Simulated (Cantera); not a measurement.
# Reactions in the system H-N-Nb-O

Standard-state values (1 bar) from the NASA 1993 polynomials, evaluated with Cantera. Values are per mole of reaction as written; species without (g) are pure solids or liquids, kept so even where they would boil at 1 bar.

2 Nb + 3 H2O(g) + N2O(g) ⇌ 2 NH3(g) + 2 NbO2(g)

```json
[
 {"T (K)": "973", "ΔH° (kJ)": "140.8", "ΔS° (J/K)": "50.1", "ΔG° (kJ)": "92.1", "log10 K": "-4.94", "condensed phases": "Nb(s)"},
 {"T (K)": "1173", "ΔH° (kJ)": "138.5", "ΔS° (J/K)": "48.0", "ΔG° (kJ)": "82.3", "log10 K": "-3.66", "condensed phases": "Nb(s)"},
 {"T (K)": "1373", "ΔH° (kJ)": "135.9", "ΔS° (J/K)": "45.9", "ΔG° (kJ)": "72.9", "log10 K": "-2.77", "condensed phases": "Nb(s)"},
 {"T (K)": "1573", "ΔH° (kJ)": "132.8", "ΔS° (J/K)": "43.8", "ΔG° (kJ)": "63.9", "log10 K": "-2.12", "condensed phases": "Nb(s)"},
 {"T (K)": "1773", "ΔH° (kJ)": "129.2", "ΔS° (J/K)": "41.6", "ΔG° (kJ)": "55.4", "log10 K": "-1.63", "condensed phases": "Nb(s)"},
 {"T (K)": "1973", "ΔH° (kJ)": "125.0", "ΔS° (J/K)": "39.4", "ΔG° (kJ)": "47.3", "log10 K": "-1.25", "condensed phases": "Nb(s)"},
 {"T (K)": "2173", "ΔH° (kJ)": "120.0", "ΔS° (J/K)": "37.0", "ΔG° (kJ)": "39.6", "log10 K": "-0.95", "condensed phases": "Nb(s)"},
 {"T (K)": "2373", "ΔH° (kJ)": "114.1", "ΔS° (J/K)": "34.4", "ΔG° (kJ)": "32.5", "log10 K": "-0.72", "condensed phases": "Nb(s)"},
 {"T (K)": "2573", "ΔH° (kJ)": "107.0", "ΔS° (J/K)": "31.5", "ΔG° (kJ)": "25.9", "log10 K": "-0.53", "condensed phases": "Nb(s)"},
 {"T (K)": "2773", "ΔH° (kJ)": "45.1", "ΔS° (J/K)": "8.9", "ΔG° (kJ)": "20.4", "log10 K": "-0.38", "condensed phases": "Nb(l)"},
 {"T (K)": "2973", "ΔH° (kJ)": "39.8", "ΔS° (J/K)": "7.1", "ΔG° (kJ)": "18.8", "log10 K": "-0.33", "condensed phases": "Nb(l)"}
]
```
